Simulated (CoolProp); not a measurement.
Decamethylcyclopentasiloxane (D5) along the isotherm 377.3 K: fugacity coefficient from the reference equation and from simpler models built on Tc = 618.3 K, pc = 1078 kPa, ω = 0.631; each cubic takes its own stable root.

Values from CoolProp's reference Helmholtz-energy equation of state, Thol 2019.

| p (kPa) | phase | reference | Redlich-Kwong | Soave-Redlich-Kwong |
|---|---|---|---|---|
| 162 | liquid | 0.01903 | 0.1607 | 0.02040 |
| 323 | liquid | 0.009754 | 0.08281 | 0.01049 |
| 485 | liquid | 0.006641 | 0.05668 | 0.007168 |
| 647 | liquid | 0.005089 | 0.04366 | 0.005511 |
| 808 | liquid | 0.004165 | 0.03591 | 0.004525 |
| 970 | liquid | 0.003546 | 0.03074 | 0.003866 |
| 1130 | liquid | 0.003111 | 0.02710 | 0.003402 |
| 1290 | liquid | 0.002785 | 0.02438 | 0.003055 |
| 1450 | liquid | 0.002532 | 0.02227 | 0.002787 |
| 1620 | liquid | 0.002319 | 0.02051 | 0.002561 |
